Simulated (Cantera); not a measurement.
A closed system holds: 1 mol Si, 0.014 mol H2O, 55 mol H2, held at 110 Pa.

These are equilibrium values from Cantera (NASA tables, ideal gas, pure condensed phases), not measurements of a reactor. Candidate condensed phases: H2O, Si, SiO2; 18 gas species. Gases not in the tables: Si2H6 and higher silanes. Rates play no part.

x: gas mole fraction; n: condensed amount in mol.

```json
[
 {"T (°C)": "1275", "x H2": "0.999", "x H": "0.000928", "x Si": "2.89e-5", "x SiO": "0.000254", "x SiH": "?", "x SiH2": "2.72e-6", "x Si2": "5.15e-8", "n Si(s)": "0.984", "n Si(l)": "0"},
 {"T (°C)": "1300", "x H2": "0.998", "x H": "0.00122", "x Si": "5.00e-5", "x SiO": "0.000254", "x SiH": "?", "x SiH2": "3.66e-6", "x Si2": "1.05e-7", "n Si(s)": "0.983", "n Si(l)": "0"},
 {"T (°C)": "1325", "x H2": "0.998", "x H": "0.00160", "x Si": "8.50e-5", "x SiO": "0.000254", "x SiH": "?", "x SiH2": "4.88e-6", "x Si2": "2.09e-7", "n Si(s)": "0.981", "n Si(l)": "0"},
 {"T (°C)": "1350", "x H2": "0.998", "x H": "0.00208", "x Si": "0.000142", "x SiO": "0.000254", "x SiH": "?", "x SiH2": "6.45e-6", "x Si2": "4.08e-7", "n Si(s)": "0.977", "n Si(l)": "0"},
 {"T (°C)": "1375", "x H2": "0.997", "x H": "0.00268", "x Si": "0.000234", "x SiO": "0.000254", "x SiH": "?", "x SiH2": "8.45e-6", "x Si2": "7.80e-7", "n Si(s)": "0.972", "n Si(l)": "0"},
 {"T (°C)": "1400", "x H2": "0.996", "x H": "0.00343", "x Si": "0.000380", "x SiO": "0.000254", "x SiH": "?", "x SiH2": "1.10e-5", "x Si2": "1.46e-6", "n Si(s)": "0.963", "n Si(l)": "0"},
 {"T (°C)": "1425", "x H2": "0.995", "x H": "0.00435", "x Si": "0.000597", "x SiO": "0.000254", "x SiH": "?", "x SiH2": "1.39e-5", "x Si2": "2.60e-6", "n Si(s)": "0", "n Si(l)": "0.950"},
 {"T (°C)": "1450", "x H2": "0.993", "x H": "0.00548", "x Si": "0.000894", "x SiO": "0.000253", "x SiH": "?", "x SiH2": "1.69e-5", "x Si2": "4.23e-6", "n Si(s)": "0", "n Si(l)": "0.933"},
 {"T (°C)": "1475", "x H2": "0.991", "x H": "0.00686", "x Si": "0.00132", "x SiO": "0.000253", "x SiH": "?", "x SiH2": "2.03e-5", "x Si2": "6.80e-6", "n Si(s)": "0", "n Si(l)": "0.907"},
 {"T (°C)": "1500", "x H2": "0.989", "x H": "0.00853", "x Si": "0.00194", "x SiO": "0.000253", "x SiH": "?", "x SiH2": "2.44e-5", "x Si2": "1.08e-5", "n Si(s)": "0", "n Si(l)": "0.871"},
 {"T (°C)": "1525", "x H2": "0.986", "x H": "0.0105", "x Si": "0.00280", "x SiO": "0.000252", "x SiH": "?", "x SiH2": "2.91e-5", "x Si2": "1.68e-5", "n Si(s)": "0", "n Si(l)": "0.820"},
 {"T (°C)": "1550", "x H2": "0.983", "x H": "0.0129", "x Si": "0.00402", "x SiO": "0.000252", "x SiH": "?", "x SiH2": "3.45e-5", "x Si2": "2.60e-5", "n Si(s)": "0", "n Si(l)": "0.749"}
]
```

Some entries are withheld; supply them.


- 1275, x SiH: 2.54e-6
- 1300, x SiH: 3.99e-6
- 1325, x SiH: 6.18e-6
- 1350, x SiH: 9.45e-6
- 1375, x SiH: 1.43e-5
- 1400, x SiH: 2.12e-5
- 1425, x SiH: 3.08e-5
- 1450, x SiH: 4.25e-5
- 1475, x SiH: 5.82e-5
- 1500, x SiH: 7.89e-5
- 1525, x SiH: 0.000106
- 1550, x SiH: 0.000141
